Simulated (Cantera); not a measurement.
Input (Python, Cantera) and output of one run.

```python
import numpy as np
import cantera as ct

gas_names = """
    CL CL2 H HCL H2 Si SiCL SiCL2 SiCL3 SiCL4 SiH SiHCL3 SiH2 SiH2CL2 SiH3 SiH3CL SiH4 Si2 Si3
""".split()
cond_names = """
    Si(cr) Si(L)
""".split()


# ... load() reads the species with a 1 bar reference pressure and builds the phases ...
atoms = {
    'SiCl4': {'Si': 1, 'CL': 4},
    'Cl2': {'CL': 2},
    'H2': {'H': 2},
}
top_T = {}  # K; cautious upper limits of use, not melting points


# ... equilibrate(T, P, feed) seeds the gas with the atoms and calls Mixture.equilibrate('TP', solver="vcs", rtol=1e-11, max_steps=5000) ...
results = []
feed = {'SiCl4': 1, 'Cl2': 1.8, 'H2': 2.4}  # mol
T = 798  # K
P = 470000  # Pa
mix = equilibrate(T, P, feed)
results.append((T, P, feed, dict(zip(mix.species_names, mix.species_moles))))
x = sorted(zip(gas.X, gas.species_names), reverse=True)
print(f"T = {T:g} K  P = {P:g} Pa  gas = {mix.phase_moles(0):.4g} mol")
print("   x: " + "  ".join(f"{s} {v:.3e}" for v, s in x if v > 1e-06))
print("   condensed (mol): " + ("  ".join(f"{mix.phase(i).name} {mix.phase_moles(i):.4g}"
      for i in range(1, mix.n_phases) if mix.phase_moles(i) > 1e-12) or "none"))
```

Output:

```
T = 798 K  P = 470000 Pa  gas = 5.2 mol
   x: HCL 6.923e-01  SiCL4 1.923e-01  H2 1.154e-01  SiHCL3 2.822e-05
   condensed (mol): none
```

Equilibrium computed with Cantera from the NASA thermochemical tables; the gas is ideal and each condensed phase is pure.
